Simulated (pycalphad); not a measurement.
All values are pycalphad results on the COST 507 light-alloy database (1999) (1 atm), not direct measurements. The database dates from 1999; later assessments differ in places, in temperatures and in the compounds included. Amounts are mole fractions of atoms.

Q: Give the equilibrium state of Al-1.96Fe-4.36Si (at.%) at 975 K.

A: 
```
T = 975.00 K, P = 101325 Pa, N = 1 mol of atoms
G = -43431 J/mol, H = 29410 J/mol, S = 74.71 J/(mol K)  (SER reference)
chemical potentials (J/mol): Al -41373, Fe -136857, Si -45642
phase             fraction      x(Al)      x(Fe)      x(Si)
LIQUID              0.9937     0.9379     0.0182     0.0438
AL13FE4             0.0063     0.7573     0.2378     0.0050
```

Q: Give the equilibrium state of Al-1.96Fe-4.36Si (at.%) at 650 K.

A: fcc, fraction 0.847, with <0.01 Fe, 0.19 Si at.%; ALFESI_BETA, fraction 0.131, with 15.0 Fe, 15.0 Si at.%; diamond (Si), fraction 0.022, with no Fe, >99.99 Si at.%.

Database names, with the compositions (at.%) that they take in these runs: AL13FE4: Al 76 Fe 24; ALFESI_BETA: Al 70 Fe 15 Si 15. An entry "none" or "no" means that the model of the phase leaves that element out.
